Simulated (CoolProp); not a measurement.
Computed with CoolProp (reference Helmholtz-energy equation of state, Lemmon 2006). It is a short technical equation, of lower accuracy than the large ones.

For toluene, give the phase and the density (kg/m³), cv (kJ/(kg K)), fugacity coefficient at 209 K and 0.101 MPa; 227.5 K and 0.101 MPa.


- 209 K and 0.101 MPa: liquid; density 945, cv 1.05, fugacity coefficient 3.33e-5
- 227.5 K and 0.101 MPa: liquid; density 928, cv 1.08, fugacity coefficient 0.000245
